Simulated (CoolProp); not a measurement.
Aqueous sodium chloride as a coolant, 13 % by mass, freezing at -9.0 °C, 1 atm.

Values from CoolProp's Melinder's fits for secondary coolants.

```csv
T (°C),cp (kJ/(kg K)),conductivity (W/(m K)),density (kg/m³),viscosity (mPa s)
-4.4,___,0.547,1102,2.56
2.9,3.588,0.558,___,2.03
10.2,3.602,0.570,1097,1.64
17.5,3.613,___,1094,___
24.8,3.623,0.593,1091,1.14
32.1,3.631,0.605,1088,0.986
39.4,___,0.616,1085,___
```

Complete the blanks.


- -4.4, cp (kJ/(kg K)): 3.571
- 2.9, density (kg/m³): 1099
- 17.5, conductivity (W/(m K)): 0.582
- 17.5, viscosity (mPa s): 1.35
- 39.4, cp (kJ/(kg K)): 3.637
- 39.4, viscosity (mPa s): 0.869
